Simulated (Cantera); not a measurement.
Feed: 1 mol Fe₃O₄, 3.3 mol CO, held at 2175 K and 2200 Pa.

Cantera equilibrium calculation (NASA polynomials, part measured and part estimated; ideal gas, pure solids and liquids). Candidate condensed phases: C, Fe, Fe(CO)₅, FeO, Fe₂O₃, Fe₃O₄; 15 gas species. The tables' stoichiometric FeO is somewhat more stable than real wüstite, so its field is too wide. FeO: taken at fixed stoichiometry. Rates play no part.

Base state: CO 0.663, CO₂ 0.315, Fe 0.0194, FeO 0.00141, O₂ 0.000263, O 0.000252 (mole fractions); condensed: FeO(l).

What changes in the equilibrium state with this change: 0.24 mol CH₄ added?


```json
[
 {"species": "CO", "before": "0.663", "after": "0.682"},
 {"species": "CO₂", "before": "0.315", "after": "0.159"},
 {"species": "H₂O", "before": "0", "after": "0.0600"},
 {"species": "H₂", "before": "0", "after": "0.0496"},
 {"species": "Fe", "before": "0.0194", "after": "0.0397"},
 {"species": "H", "before": "0", "after": "0.00733"},
 {"species": "OH", "before": "0", "after": "0.00119"},
 {"species": "Fe(OH)₂", "before": "0", "after": "4.85e-5"},
 {"species": "O₂", "before": "0.000263", "after": "6.30e-5"},
 {"species": "O", "before": "0.000252", "after": "0.000123"},
 {"species": "FeO(l), mol", "before": "2.93", "after": "2.83"}
]
```
Further candidate phases: C₆H₆, C₇H₈, C₈H₁₈, Fe(OH)₂, Fe(OH)₃, H₂O.
